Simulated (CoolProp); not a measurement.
Vapour-liquid equilibrium of hydrogen chloride (1) + n-butane (2) at 27.65 °C; x and y are mole fractions of (1).

Model: multi-fluid Helmholtz-energy mixture model, Thol 2018 and Bücker 2006; pair parameters Bell 2016, in CoolProp.

| x | bubble pressure, mixture model (bar) | bubble pressure, Raoult's law (bar) | y, mixture model | y, Raoult's law |
|---|---|---|---|---|
| 0.05 | 5.573 | 5.020 | 0.516 | 0.500 |
| 0.2 | 14.31 | 12.16 | 0.806 | 0.826 |
| 0.35 | 21.74 | 19.30 | 0.871 | 0.911 |
| 0.5 | 27.68 | 26.45 | 0.901 | 0.950 |
| 0.65 | 33.06 | 33.59 | 0.923 | 0.972 |
| 0.8 | 39.13 | 40.73 | 0.948 | 0.987 |
| 0.95 | 47.06 | 47.87 | 0.984 | 0.997 |

The largest gap from Raoult's law is +17.7 % in bubble pressure, at x = 0.2. No azeotrope shows between x = 0.05 and 0.95.

The pair parameters rest on a limited set of measurements; away from them the model extrapolates. The gap from Raoult's law changes sign with composition, which may be real or a fault of the pair parameters; it wasn't checked against measurements.
